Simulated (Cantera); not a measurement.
Source: NASA polynomial tables (part measured, part estimated), evaluated in Cantera. Values are per mole of reaction as written; species without (g) are pure solids or liquids, kept so even where they would boil at 1 bar.

4 PH3(g) + 11 NO2(g) = 12 OH(g) + P4O10 + 11 N(g)

```json
[
 {"T (K)": "400", "ΔH° (kJ)": "2287.9", "ΔS° (J/K)": "706.7", "ΔG° (kJ)": "2005.3", "log10 K": "-261.86"},
 {"T (K)": "425", "ΔH° (kJ)": "2293.7", "ΔS° (J/K)": "720.6", "ΔG° (kJ)": "1987.4", "log10 K": "-244.26"},
 {"T (K)": "450", "ΔH° (kJ)": "2299.3", "ΔS° (J/K)": "733.5", "ΔG° (kJ)": "1969.2", "log10 K": "-228.58"},
 {"T (K)": "475", "ΔH° (kJ)": "[?]", "ΔS° (J/K)": "[?]", "ΔG° (kJ)": "[?]", "log10 K": "[?]"},
 {"T (K)": "500", "ΔH° (kJ)": "[?]", "ΔS° (J/K)": "[?]", "ΔG° (kJ)": "[?]", "log10 K": "[?]"},
 {"T (K)": "525", "ΔH° (kJ)": "[?]", "ΔS° (J/K)": "[?]", "ΔG° (kJ)": "[?]", "log10 K": "[?]"},
 {"T (K)": "550", "ΔH° (kJ)": "2321.1", "ΔS° (J/K)": "777.1", "ΔG° (kJ)": "1893.6", "log10 K": "-179.84"},
 {"T (K)": "575", "ΔH° (kJ)": "2326.3", "ΔS° (J/K)": "786.4", "ΔG° (kJ)": "1874.1", "log10 K": "-170.24"},
 {"T (K)": "600", "ΔH° (kJ)": "2331.4", "ΔS° (J/K)": "795.2", "ΔG° (kJ)": "1854.3", "log10 K": "-161.43"},
 {"T (K)": "625", "ΔH° (kJ)": "[?]", "ΔS° (J/K)": "[?]", "ΔG° (kJ)": "[?]", "log10 K": "[?]"},
 {"T (K)": "650", "ΔH° (kJ)": "2341.6", "ΔS° (J/K)": "811.4", "ΔG° (kJ)": "1814.1", "log10 K": "-145.78"}
]
```

Problem. Some entries are withheld; supply them.

Solution. 
- 475, ΔH° (kJ): 2304.9
- 475, ΔS° (J/K): 745.5
- 475, ΔG° (kJ): 1950.8
- 475, log10 K: -214.52
- 500, ΔH° (kJ): 2310.4
- 500, ΔS° (J/K): 756.8
- 500, ΔG° (kJ): 1932.0
- 500, log10 K: -201.83
- 525, ΔH° (kJ): 2315.8
- 525, ΔS° (J/K): 767.3
- 525, ΔG° (kJ): 1912.9
- 525, log10 K: -190.32
- 625, ΔH° (kJ): 2336.5
- 625, ΔS° (J/K): 803.5
- 625, ΔG° (kJ): 1834.3
- 625, log10 K: -153.30
